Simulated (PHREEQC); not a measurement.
A column of 0.5 m (40 cells, dispersivity 0.018 m, 300 s a shift, diffusion coefficient 3e-10 m²/s) holds 0.67 eq of the database's cation exchanger X per kg of pore water, first in equilibrium with 3.4 mmol/kgw CaCl2, 11 mmol/kgw NH4Cl and 0.01 mmol/kgw HCl. It is flushed with 46 mmol/kgw BaCl2, 74 mmol/kgw CaCl2 and 0.01 mmol/kgw HCl, at 25 °C. Values are for the last cell. The system is closed to CO2. Precipitation was switched off in this run.

Equilibrium calculation in PHREEQC: ion-association model, phreeqc.dat.

```json
[
 {"pore volumes": "0", "Ba in solution (mol/kgw)": "0", "NH4 in solution (mol/kgw)": "0.0110", "Ca in solution (mol/kgw)": "0.00340", "Cl in solution (mol/kgw)": "0.0178", "CaX2 on the exchanger (mol/kgw)": "0.249", "BaX2 on the exchanger (mol/kgw)": "0"},
 {"pore volumes": "0.5125", "Ba in solution (mol/kgw)": "0", "NH4 in solution (mol/kgw)": "0.0117", "Ca in solution (mol/kgw)": "0.00386", "Cl in solution (mol/kgw)": "0.0194", "CaX2 on the exchanger (mol/kgw)": "0.249", "BaX2 on the exchanger (mol/kgw)": "0"},
 {"pore volumes": "1.262", "Ba in solution (mol/kgw)": "2.52e-8", "NH4 in solution (mol/kgw)": "0.0516", "Ca in solution (mol/kgw)": "0.0768", "Cl in solution (mol/kgw)": "(withheld)", "CaX2 on the exchanger (mol/kgw)": "0.250", "BaX2 on the exchanger (mol/kgw)": "1.05e-7"},
 {"pore volumes": "1.762", "Ba in solution (mol/kgw)": "3.31e-5", "NH4 in solution (mol/kgw)": "0.0557", "Ca in solution (mol/kgw)": "(withheld)", "Cl in solution (mol/kgw)": "0.238", "CaX2 on the exchanger (mol/kgw)": "0.250", "BaX2 on the exchanger (mol/kgw)": "0.000117"},
 {"pore volumes": "2.513", "Ba in solution (mol/kgw)": "0.00166", "NH4 in solution (mol/kgw)": "0.0523", "Ca in solution (mol/kgw)": "0.0922", "Cl in solution (mol/kgw)": "0.240", "CaX2 on the exchanger (mol/kgw)": "0.250", "BaX2 on the exchanger (mol/kgw)": "0.00580"},
 {"pore volumes": "3.013", "Ba in solution (mol/kgw)": "0.00598", "NH4 in solution (mol/kgw)": "0.0451", "Ca in solution (mol/kgw)": "0.0915", "Cl in solution (mol/kgw)": "0.240", "CaX2 on the exchanger (mol/kgw)": "0.246", "BaX2 on the exchanger (mol/kgw)": "0.0207"},
 {"pore volumes": "3.763", "Ba in solution (mol/kgw)": "0.0175", "NH4 in solution (mol/kgw)": "0.0299", "Ca in solution (mol/kgw)": "0.0875", "Cl in solution (mol/kgw)": "0.240", "CaX2 on the exchanger (mol/kgw)": "0.231", "BaX2 on the exchanger (mol/kgw)": "0.0595"},
 {"pore volumes": "4.263", "Ba in solution (mol/kgw)": "0.0259", "NH4 in solution (mol/kgw)": "(withheld)", "Ca in solution (mol/kgw)": "0.0839", "Cl in solution (mol/kgw)": "0.240", "CaX2 on the exchanger (mol/kgw)": "0.218", "BaX2 on the exchanger (mol/kgw)": "0.0868"},
 {"pore volumes": "5.013", "Ba in solution (mol/kgw)": "0.0357", "NH4 in solution (mol/kgw)": "(withheld)", "Ca in solution (mol/kgw)": "0.0793", "Cl in solution (mol/kgw)": "0.240", "CaX2 on the exchanger (mol/kgw)": "0.203", "BaX2 on the exchanger (mol/kgw)": "0.118"},
 {"pore volumes": "5.513", "Ba in solution (mol/kgw)": "0.0398", "NH4 in solution (mol/kgw)": "0.00582", "Ca in solution (mol/kgw)": "0.0773", "Cl in solution (mol/kgw)": "0.240", "CaX2 on the exchanger (mol/kgw)": "(withheld)", "BaX2 on the exchanger (mol/kgw)": "0.130"},
 {"pore volumes": "6.263", "Ba in solution (mol/kgw)": "(withheld)", "NH4 in solution (mol/kgw)": "0.00244", "Ca in solution (mol/kgw)": "0.0754", "Cl in solution (mol/kgw)": "0.240", "CaX2 on the exchanger (mol/kgw)": "0.190", "BaX2 on the exchanger (mol/kgw)": "0.141"},
 {"pore volumes": "6.763", "Ba in solution (mol/kgw)": "0.0445", "NH4 in solution (mol/kgw)": "0.00132", "Ca in solution (mol/kgw)": "(withheld)", "Cl in solution (mol/kgw)": "0.240", "CaX2 on the exchanger (mol/kgw)": "(withheld)", "BaX2 on the exchanger (mol/kgw)": "0.145"},
 {"pore volumes": "7.513", "Ba in solution (mol/kgw)": "0.0454", "NH4 in solution (mol/kgw)": "0.000509", "Ca in solution (mol/kgw)": "0.0743", "Cl in solution (mol/kgw)": "0.240", "CaX2 on the exchanger (mol/kgw)": "0.187", "BaX2 on the exchanger (mol/kgw)": "0.147"},
 {"pore volumes": "8.012", "Ba in solution (mol/kgw)": "0.0457", "NH4 in solution (mol/kgw)": "0.000265", "Ca in solution (mol/kgw)": "0.0742", "Cl in solution (mol/kgw)": "0.240", "CaX2 on the exchanger (mol/kgw)": "0.187", "BaX2 on the exchanger (mol/kgw)": "0.148"}
]
```

Task: Some entries are withheld; supply them.

Result: 
- 1.262, Cl in solution (mol/kgw): 0.205
- 1.762, Ca in solution (mol/kgw): 0.0909
- 4.263, NH4 in solution (mol/kgw): 0.0203
- 5.013, NH4 in solution (mol/kgw): 0.00996
- 5.513, CaX2 on the exchanger (mol/kgw): 0.196
- 6.263, Ba in solution (mol/kgw): 0.0433
- 6.763, Ca in solution (mol/kgw): 0.0748
- 6.763, CaX2 on the exchanger (mol/kgw): 0.189

Species that the database lacks are ignored.
